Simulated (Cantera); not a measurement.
A perfectly stirred reactor is fed with 15.6 % C2H6, 84.4 % H2, at 100.0 Torr; it is held at 1100 K, and followed from long to short residence time.

Computed with Cantera and GRI-Mech 3.0 (53 species, 325 reactions). GRI-Mech 3.0 stops at C3 and has no aromatics, soot or wall deposition, so with more carbon than oxygen in the feed, carbon stays in small species such as C2H2 where larger ones or solid carbon would form.

One state of this run: x C2H6 = 0.0740; x H2 = 0.848; x CH4 = 0.0130; x C2H4 = 0.0647; x C2H2 = 0.000688; x CH2 = 4.48e-12; x C2H = <1e-12. x: mole fraction; the columns are a selection and need not sum to one.

Problem. Which value of τ (s) does it belong to?
A) 0.063
B) 1.8
C) 0.59
D) 0.19

Solution. D, 0.19
